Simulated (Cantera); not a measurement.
An adiabatic, constant-volume homogeneous reactor starts with CH4 : O2 : N2 = 1 : 5.88 : 22.1 (molar parts), equivalence ratio 0.34, at 1125 K and 101000 Pa.

Detailed kinetics in Cantera: GRI-Mech 3.0 (53 species, 325 reactions).

One state of this run: T (K) = 2062; P (bar) = 1.86; x CH4 = <1e-12; x O2 = 0.131; x CH2CO = <1e-12; x CH3 = <1e-12; x CO2 = 0.0343; x NO = 0.00516. x: mole fraction; the columns are a selection and need not sum to one.

Question: Which value of t (s) does it belong to?
(A) 3.34e-5
(B) 0.000346
(C) 1.24
(D) 3.22e-6

Answer: C, 1.24
